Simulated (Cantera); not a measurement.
A Cantera script and its output.

```python
import numpy as np
import cantera as ct

gas = ct.Solution("gri30.yaml")
gas.TPX = 1425, 570000, {'CO': 0.02, 'O2': 0.08, 'H2O': 0.029, 'N2': 1}
reactor = ct.IdealGasConstPressureReactor(gas, energy="off", clone=False)
net = ct.ReactorNet([reactor])
net.rtol, net.atol = 1e-08, 1e-18
show = ['CO', 'O2', 'H2O', 'H', 'CO2', 'NO', 'OH']
times = np.geomspace(4e-06, 20, 15)

steps = ct.SolutionArray(gas, extra=["t"])
rows = []
print(f"{'t/s':>10s}{'T/K':>9s}{'P/Pa':>11s}" + "".join(f"{s:>11s}" for s in show))
for t in times:
    while net.time < t:
        t_next = net.step()
        steps.append(gas.state, t=t_next)
    rows.append([np.interp(t, steps.t, y) for y in (steps.T, steps.P, *steps(*show).X.T)])
    print(f"{t:10.3e}{rows[-1][0]:9.1f}{rows[-1][1]:11.4g}" + "".join(f"{x:11.3e}" for x in rows[-1][2:]))
rate = np.gradient(steps.T, steps.t)
print("integrator steps:", len(steps.t))
if steps.T.max() > steps.T[0] + 200:
    print(f"time of steepest temperature rise: {steps.t[rate.argmax()]:.4e} s")
gas.TPX = 1425, 570000, {'CO': 0.02, 'O2': 0.08, 'H2O': 0.029, 'N2': 1}
gas.equilibrate("TP")
print(f"equilibrium (TP): T = {gas.T:.1f} K  " + "  ".join(f"{s} {gas[s].X[0]:.3e}" for s in show))
```

It prints:

```
       t/s      T/K       P/Pa         CO         O2        H2O          H        CO2         NO         OH
 4.000e-06   1425.0    5.7e+05  1.771e-02  7.086e-02  2.569e-02  9.317e-10  3.270e-08  1.212e-15  9.212e-09
 1.204e-05   1425.0    5.7e+05  1.771e-02  7.086e-02  2.569e-02  7.343e-09  1.719e-07  1.199e-14  6.526e-08
 3.623e-05   1425.0    5.7e+05  1.771e-02  7.086e-02  2.569e-02  1.388e-07  3.541e-06  3.097e-13  1.199e-06
 1.090e-04   1425.0    5.7e+05  1.619e-02  6.996e-02  2.549e-02  3.659e-05  1.534e-03  5.951e-09  2.299e-04
 3.281e-04   1425.0    5.7e+05  6.111e-03  6.529e-02  2.565e-02  1.773e-05  1.170e-02  1.457e-07  2.194e-04
 9.875e-04   1425.0    5.7e+05  1.161e-03  6.306e-02  2.583e-02  1.765e-06  1.670e-02  2.435e-07  1.089e-04
 2.972e-03   1425.0    5.7e+05  1.267e-04  6.260e-02  2.589e-02  8.850e-08  1.775e-02  2.900e-07  4.486e-05
 8.944e-03   1425.0    5.7e+05  9.210e-06  6.255e-02  2.591e-02  3.919e-09  1.786e-02  3.117e-07  1.783e-05
 2.692e-02   1425.0    5.7e+05  2.866e-07  6.255e-02  2.591e-02  5.941e-10  1.787e-02  3.187e-07  1.029e-05
 8.101e-02   1425.0    5.7e+05  4.532e-08  6.255e-02  2.591e-02  4.900e-10  1.787e-02  3.211e-07  9.625e-06
 2.438e-01   1425.0    5.7e+05  4.511e-08  6.255e-02  2.591e-02  4.879e-10  1.787e-02  3.232e-07  9.606e-06
 7.337e-01   1425.0    5.7e+05  4.511e-08  6.255e-02  2.591e-02  4.879e-10  1.787e-02  3.293e-07  9.606e-06
 2.208e+00   1425.0    5.7e+05  4.511e-08  6.255e-02  2.591e-02  4.879e-10  1.787e-02  3.478e-07  9.606e-06
 6.646e+00   1425.0    5.7e+05  4.511e-08  6.255e-02  2.591e-02  4.879e-10  1.787e-02  4.034e-07  9.606e-06
 2.000e+01   1425.0    5.7e+05  4.511e-08  6.255e-02  2.591e-02  4.879e-10  1.787e-02  5.708e-07  9.606e-06
integrator steps: 1213
equilibrium (TP): T = 1425.0 K  CO 4.520e-08  O2 6.231e-02  H2O 2.591e-02  H 4.884e-10  CO2 1.787e-02  NO 4.848e-04  OH 9.597e-06
```

Computed with Cantera and GRI-Mech 3.0 (53 species, 325 reactions).
